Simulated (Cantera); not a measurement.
Charge: 1 mol SiH₂Cl₂, 88 mol N₂, 0.048 mol Cl₂, equilibrated at 1.30 bar.

These are equilibrium values from Cantera (NASA tables, ideal gas, pure condensed phases), not measurements of a reactor. The tables' values for SiCl₃ are old estimates; treat these amounts as uncertain. The numbers say what is thermodynamically allowed, not how fast it happens. All values below are at 1598 K.

```
species          before     after
-------------  --------  --------
N₂                0.978     0.981
HCl              0.0165    0.0102
SiCl₄          0.000685   0.00335
H₂              0.00292  0.000499
SiCl₃          0.000576   0.00189
SiCl₂           0.00120   0.00264
Cl              1.13e-5   1.68e-5
SiHCl₃          1.74e-5   2.36e-5
Si₃N₄(s), mol     0.260    0.0975
```
Gas species are given as mole fractions.

Task: Name the change that produced these shifts.
A) pressure from 1.30 bar to 0.100 bar
B) N₂ from 88 to 26 mol
C) SiH₂Cl₂ replaced by SiHCl₃
D) SiH₂Cl₂ replaced by Si₂H₆

Result: C, SiH₂Cl₂ replaced by SiHCl₃
